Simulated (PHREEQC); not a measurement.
Make-up at 25 °C: 14 mmol/kgw K3PO4 and 0.47 mmol/kgw HF. Closed to the air; pH follows from the charge balance.

The numbers come from PHREEQC with the ion-association model, phreeqc.dat.

No solid was allowed to form.

Question: What pH does the model give?

Answer: pH 11.75.

Question: In which forms is P present?

Answer: HPO4-2 53 %, PO4-3 45 %, KHPO4- 1.8 % of the P.

Complexes and solids missing from the database can't appear.
